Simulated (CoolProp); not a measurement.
A single-stage vapour-compression cycle with R141b: evaporating at 306.15 K (dew point), condensing at 368.15 K (bubble point), superheat 10 K, subcooling 8 K, compressor efficiency 0.9, no pressure losses. Each further row changes one setting.

Computed with CoolProp (reference Helmholtz-energy equation of state, Lemmon 2006). It is a short technical equation, of lower accuracy than the large ones.

```csv
case,cooling COP,pressure ratio,discharge temperature (K),refrigerating effect (kJ/kg),volumetric capacity (kJ/m³)
as stated,3.71,5.77,379.4,165,796
evaporating temperature 311.15 K,4.19,4.86,___,168,954
condensing temperature 363.15 K,___,___,___,171,827
subcooling 13 K,3.85,5.77,379.4,171,827
superheat 20 K,3.76,5.77,389.6,___,807
compressor efficiency 0.8,3.30,5.77,385.1,165,796
```

Task: Fill in the missing entries.

Result: 
- evaporating temperature 311.15 K, discharge temperature (K): 378.7
- condensing temperature 363.15 K, cooling COP: 4.14
- condensing temperature 363.15 K, pressure ratio: 5.14
- condensing temperature 363.15 K, discharge temperature (K): 374.8
- superheat 20 K, refrigerating effect (kJ/kg): 173
